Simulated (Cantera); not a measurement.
Charge: 1 mol SiHCl3, 0.81 mol C2H2, 38 mol H2, at 1000 Pa.

Equilibrium computed with Cantera from the NASA thermochemical tables; the gas is ideal and each condensed phase is pure. Candidate condensed phases: C, C6H6, C7H8, C8H18, Si, SiC; 109 gas species. Rates play no part. All values below are at 1523 K.

Base state: H2 0.926, HCl 0.0732, H 0.000222, SiCl2 0.000150, CH4 1.98e-5, Cl 1.41e-5, C2H2 (acetylene) 1.09e-5 (mole fractions); condensed: C(graphite) + SiC(s).

### Question
What changes in the equilibrium state with this change: C2H2 from 0.81 to 0.06 mol?

### Answer
| species | before | after |
|---|---|---|
| H2 | 0.926 | 0.935 |
| HCl | 0.0732 | 0.0540 |
| SiCl2 | 0.000150 | 0.0102 |
| C2H2 (acetylene) | 1.09e-5 | <1e-9 |
| CH4 | 1.98e-5 | 1.60e-7 |
| SiCl3 | 2.46e-6 | 0.000123 |
| Cl | 1.41e-5 | 1.04e-5 |
| H | 0.000222 | 0.000224 |
| C(graphite), mol | 0.625 | 0 |
| SiC(s), mol | 0.994 | 0.120 |
| Si(s), mol | 0 | 0.465 |
Mutual solubility and eutectic melting of coexisting phases are not modelled. The tables' values for SiCl3 are old estimates; treat these amounts as uncertain.
